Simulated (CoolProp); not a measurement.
Values from CoolProp's reference Helmholtz-energy equation of state, de Reuck 1993.

Question: Give the vapour pressure (kPa), enthalpy of vaporisation (kJ/kg), vapour Z of saturated methanol at 319.9, 368.4 K.

Answer: 
```
T (K)  p (kPa)  enthalpy of vaporisation (kJ/kg)  vapour Z
-----  -------  --------------------------------  --------
319.9     48.3                              1130     0.962
368.4      304                              1030     0.911
```
